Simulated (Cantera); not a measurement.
Feed: 1 mol Si, 2 mol H2, equilibrated at 775 K and 2630 Torr.

These are equilibrium values from Cantera (NASA tables, ideal gas, pure condensed phases), not measurements of a reactor. Candidate condensed phases: Si; 9 gas species. Rates play no part.

Base state: H2 1.000 (mole fractions); condensed: Si(s).

Question: What changes in the equilibrium state with this change: Si replaced by SiCl4?

Answer: 
| species | before | after |
|---|---|---|
| H2 | 1.000 | 0.655 |
| SiCl4 | 0 | 0.322 |
| HCl | 0 | 0.0117 |
| SiHCl3 | 0 | 0.0116 |
| SiH2Cl2 | 0 | 3.25e-5 |
| Si(s), mol | 1.000 | 0 |
